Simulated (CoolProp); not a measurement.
Vapour pressure (bar) of oxygen: the reference equation beside estimates from Tc = 154.6 K, pc = 50.46 bar, ω = 0.022.

Computed with CoolProp (reference Helmholtz-energy equation of state, Schmidt 1985).

```json
[
 {"T (K)": "122.6", "reference": "11.85", "Lee-Kesler": "11.86", "Redlich-Kwong": "11.66", "Soave-Redlich-Kwong": "11.96"},
 {"T (K)": "125.5", "reference": "13.87", "Lee-Kesler": "13.88", "Redlich-Kwong": "13.76", "Soave-Redlich-Kwong": "14.02"},
 {"T (K)": "128.4", "reference": "16.14", "Lee-Kesler": "16.13", "Redlich-Kwong": "16.10", "Soave-Redlich-Kwong": "16.33"},
 {"T (K)": "131.3", "reference": "18.65", "Lee-Kesler": "18.64", "Redlich-Kwong": "18.71", "Soave-Redlich-Kwong": "18.89"},
 {"T (K)": "134.2", "reference": "21.43", "Lee-Kesler": "21.41", "Redlich-Kwong": "21.59", "Soave-Redlich-Kwong": "21.71"},
 {"T (K)": "137.1", "reference": "24.50", "Lee-Kesler": "24.47", "Redlich-Kwong": "24.75", "Soave-Redlich-Kwong": "24.83"},
 {"T (K)": "140", "reference": "27.88", "Lee-Kesler": "27.84", "Redlich-Kwong": "28.20", "Soave-Redlich-Kwong": "28.24"},
 {"T (K)": "142.9", "reference": "31.58", "Lee-Kesler": "31.54", "Redlich-Kwong": "31.96", "Soave-Redlich-Kwong": "31.96"},
 {"T (K)": "145.8", "reference": "35.63", "Lee-Kesler": "35.60", "Redlich-Kwong": "36.04", "Soave-Redlich-Kwong": "36.01"},
 {"T (K)": "148.7", "reference": "40.07", "Lee-Kesler": "40.05", "Redlich-Kwong": "40.45", "Soave-Redlich-Kwong": "40.41"}
]
```

Absolute difference from the reference over all 10 rows, mean and median: Lee-Kesler 0.1 and 0.1 %, Redlich-Kwong 0.9 and 1.0 %, Soave-Redlich-Kwong 1.2 and 1.2 %.
